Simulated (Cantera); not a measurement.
Charge: 1 mol Al, 4 mol HCl, 2 mol N₂, held at 523.15 K and 18.0 mbar.

These are equilibrium values from Cantera (NASA tables, ideal gas, pure condensed phases), not measurements of a reactor. Candidate condensed phases: Al, AlCl₃, AlN, NH₄Cl; 20 gas species. Rates play no part.

Base state: N₂ 0.398, H₂ 0.298, HCl 0.199, Al₂Cl₆ 0.0944, AlCl₃ 0.0102, NH₃ 0.000344 (mole fractions); condensed: gas only.

Task: What changes in the equilibrium state with this change: temperature from 523.15 K to 1425 K?

Result: 
```csv
species,before,after
N₂,0.398,0.363
H₂,0.298,0.270
HCl,0.199,0.186
AlCl₃,0.0102,0.177
Al₂Cl₆,0.0944,1.01e-6
AlCl₂,<1e-9,0.00337
AlCl,<1e-9,0.000672
```
The tables' values for AlCl₂ are old estimates; treat these amounts as uncertain.
